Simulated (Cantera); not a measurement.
An isothermal, constant-pressure homogeneous reactor starts with 1.95 % CH₄, 97.4 % H₂, 0.643 % CO₂, at 1748 K and 13300 Pa.

Detailed kinetics in Cantera: GRI-Mech 3.0 (53 species, 325 reactions). GRI-Mech 3.0 stops at C3 and has no aromatics, soot or wall deposition, so with more carbon than oxygen in the feed, carbon stays in small species such as C2H2 where larger ones or solid carbon would form.

x: mole fraction; the columns are a selection and need not sum to one.

```json
[
 {"t (s)": "7.00e-6", "x CH₄": "0.0195", "x H₂": "0.974", "x CO₂": "0.00643", "x HO₂": "<1e-12", "x O₂": "<1e-12"},
 {"t (s)": "4.72e-5", "x CH₄": "0.0195", "x H₂": "0.974", "x CO₂": "0.00643", "x HO₂": "<1e-12", "x O₂": "<1e-12"},
 {"t (s)": "0.000318", "x CH₄": "0.0195", "x H₂": "0.974", "x CO₂": "0.00642", "x HO₂": "<1e-12", "x O₂": "<1e-12"},
 {"t (s)": "0.00215", "x CH₄": "0.0193", "x H₂": "0.974", "x CO₂": "0.00625", "x HO₂": "<1e-12", "x O₂": "<1e-12"},
 {"t (s)": "0.0145", "x CH₄": "0.0185", "x H₂": "0.971", "x CO₂": "?", "x HO₂": "<1e-12", "x O₂": "<1e-12"},
 {"t (s)": "0.0977", "x CH₄": "0.0142", "x H₂": "0.970", "x CO₂": "?", "x HO₂": "<1e-12", "x O₂": "<1e-12"},
 {"t (s)": "0.659", "x CH₄": "0.00550", "x H₂": "0.974", "x CO₂": "1.14e-5", "x HO₂": "<1e-12", "x O₂": "<1e-12"},
 {"t (s)": "4.45", "x CH₄": "0.00164", "x H₂": "0.977", "x CO₂": "1.08e-5", "x HO₂": "<1e-12", "x O₂": "<1e-12"},
 {"t (s)": "30.0", "x CH₄": "0.00106", "x H₂": "0.979", "x CO₂": "?", "x HO₂": "<1e-12", "x O₂": "<1e-12"}
]
```

### Question
What belongs in the gaps?

### Answer

- 0.0145, x CO₂: 0.00354
- 0.0977, x CO₂: 6.09e-5
- 30.0, x CO₂: 4.70e-6
